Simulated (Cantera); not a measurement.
Charge: 1 mol Si, 2.5 mol HBr, 0.74 mol N2, 1.9 mol Br2, at 877 °C and 150 Torr.

Cantera equilibrium calculation (NASA polynomials, part measured and part estimated; ideal gas, pure solids and liquids). Candidate condensed phases: Br2, Si, Si3N4; 28 gas species. The tables' values for SiBr3 are old estimates; treat these amounts as uncertain. Rates play no part.

Base state: HBr 0.555, SiBr4 0.241, N2 0.179, H2 0.0241, Br 0.000336, SiBr3 0.000238, SiHBr3 0.000127, Br2 3.15e-5 (mole fractions); condensed: gas only.

What changes in the equilibrium state with this change: Br2 from 1.9 to 1 mol?


```csv
species,before,after
HBr,0.555,0.512
SiBr4,0.241,0.208
N2,0.179,0.161
H2,0.0241,0.118
Br2,3.15e-5,5.48e-6
SiBr2,2.11e-5,0.000105
"Si3N4(s), mol",0,0.101
```
N2 is the only nitrogen source here; it is nearly inert below about 1500 K, so the nitride shown seldom forms there in practice.
